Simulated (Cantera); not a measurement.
## Hydrogen reduction and annealing atmospheres: Fe3O4 + H2 + N2

Feed: 1 mol Fe3O4, 250 mol H2, 1.6 mol N2, held at 1600 K.

Cantera equilibrium calculation (NASA polynomials, part measured and part estimated; ideal gas, pure solids and liquids). Candidate condensed phases: Fe, FeO, Fe(OH)2, Fe(OH)3, Fe2O3, Fe3O4, H2O; 27 gas species. Equilibrium is a limit: real reactors are often held back by kinetics, nucleation or transport.

```json
[
 {"P (Pa)": "10", "log p H2": "-4.02", "log p H2O": "-5.80", "log p Fe": "-5.96", "log p N2": "-6.20", "log p H": "-6.27", "log p NH3": "-13.46", "log p OH": "-9.47", "log p FeO": "-9.97", "n Fe(γ)": "0.203"},
 {"P (Pa)": "100", "log p H2": "-3.01", "log p H2O": "-4.80", "log p Fe": "-5.96", "log p N2": "-5.20", "log p H": "-5.77", "log p NH3": "-11.45", "log p OH": "-8.97", "log p FeO": "-9.97", "n Fe(γ)": "2.72"},
 {"P (Pa)": "1000", "log p H2": "-2.01", "log p H2O": "-3.80", "log p Fe": "-5.96", "log p N2": "-4.20", "log p H": "-5.27", "log p NH3": "-9.44", "log p OH": "-8.47", "log p FeO": "-9.97", "n Fe(γ)": "2.97"},
 {"P (Pa)": "10000", "log p H2": "-1.01", "log p H2O": "-2.80", "log p Fe": "-5.96", "log p N2": "-3.20", "log p H": "-4.77", "log p NH3": "-7.44", "log p OH": "-7.97", "log p FeO": "-9.97", "n Fe(γ)": "3.00"},
 {"P (Pa)": "100000", "log p H2": "-0.01", "log p H2O": "-1.80", "log p Fe": "-5.96", "log p N2": "-2.20", "log p H": "-4.27", "log p NH3": "-5.44", "log p OH": "-7.47", "log p FeO": "-9.97", "n Fe(γ)": "3.00"},
 {"P (Pa)": "1000000", "log p H2": "0.99", "log p H2O": "-0.80", "log p Fe": "-5.96", "log p N2": "-1.20", "log p H": "-3.77", "log p NH3": "-3.44", "log p OH": "-6.97", "log p FeO": "-9.97", "n Fe(γ)": "3.00"}
]
```
log p: log10 of the partial pressure in bar; n: condensed amount in mol.

From 0.0750 Torr to 7500 Torr the condensed part is Fe(γ). The main Fe-bearing gas is Fe throughout.
